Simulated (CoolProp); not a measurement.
Properties of carbonyl sulfide along the isobar 813 kPa (Tc = 378.8 K, pc = 6369 kPa, ω = 0.098).

Values from CoolProp's reference Helmholtz-energy equation of state, Lemmon 2006. It is a short technical equation, of lower accuracy than the large ones.

```json
[
 {"T (K)": "304.6", "phase": "gas", "cp (kJ/(kg K))": "(withheld)", "isothermal compressibility (1/MPa)": "1.364", "fugacity coefficient": "0.9172"},
 {"T (K)": "323.4", "phase": "gas", "cp (kJ/(kg K))": "0.7858", "isothermal compressibility (1/MPa)": "1.335", "fugacity coefficient": "0.9311"},
 {"T (K)": "342.2", "phase": "gas", "cp (kJ/(kg K))": "0.7840", "isothermal compressibility (1/MPa)": "1.315", "fugacity coefficient": "0.9421"},
 {"T (K)": "361", "phase": "gas", "cp (kJ/(kg K))": "0.7860", "isothermal compressibility (1/MPa)": "1.300", "fugacity coefficient": "(withheld)"},
 {"T (K)": "379.7", "phase": "gas", "cp (kJ/(kg K))": "0.7900", "isothermal compressibility (1/MPa)": "1.288", "fugacity coefficient": "0.9579"},
 {"T (K)": "398.5", "phase": "gas", "cp (kJ/(kg K))": "0.7952", "isothermal compressibility (1/MPa)": "1.279", "fugacity coefficient": "0.9637"},
 {"T (K)": "417.3", "phase": "gas", "cp (kJ/(kg K))": "0.8011", "isothermal compressibility (1/MPa)": "(withheld)", "fugacity coefficient": "0.9686"},
 {"T (K)": "436.1", "phase": "gas", "cp (kJ/(kg K))": "0.8074", "isothermal compressibility (1/MPa)": "(withheld)", "fugacity coefficient": "0.9727"},
 {"T (K)": "454.9", "phase": "gas", "cp (kJ/(kg K))": "0.8139", "isothermal compressibility (1/MPa)": "1.261", "fugacity coefficient": "0.9761"},
 {"T (K)": "473.7", "phase": "gas", "cp (kJ/(kg K))": "(withheld)", "isothermal compressibility (1/MPa)": "1.257", "fugacity coefficient": "0.9791"},
 {"T (K)": "492.5", "phase": "gas", "cp (kJ/(kg K))": "0.8269", "isothermal compressibility (1/MPa)": "1.253", "fugacity coefficient": "0.9816"},
 {"T (K)": "511.3", "phase": "gas", "cp (kJ/(kg K))": "0.8334", "isothermal compressibility (1/MPa)": "1.251", "fugacity coefficient": "0.9838"},
 {"T (K)": "530.1", "phase": "gas", "cp (kJ/(kg K))": "(withheld)", "isothermal compressibility (1/MPa)": "1.248", "fugacity coefficient": "0.9857"},
 {"T (K)": "548.9", "phase": "gas", "cp (kJ/(kg K))": "0.8459", "isothermal compressibility (1/MPa)": "1.246", "fugacity coefficient": "0.9874"},
 {"T (K)": "567.6", "phase": "gas", "cp (kJ/(kg K))": "(withheld)", "isothermal compressibility (1/MPa)": "1.244", "fugacity coefficient": "0.9888"},
 {"T (K)": "586.4", "phase": "gas", "cp (kJ/(kg K))": "0.8578", "isothermal compressibility (1/MPa)": "1.242", "fugacity coefficient": "0.9901"}
]
```

Problem. Complete the blanks.

Solution. 
- 304.6, cp (kJ/(kg K)): 0.7947
- 361, fugacity coefficient: 0.9508
- 417.3, isothermal compressibility (1/MPa): 1.272
- 436.1, isothermal compressibility (1/MPa): 1.266
- 473.7, cp (kJ/(kg K)): 0.8204
- 530.1, cp (kJ/(kg K)): 0.8397
- 567.6, cp (kJ/(kg K)): 0.8519
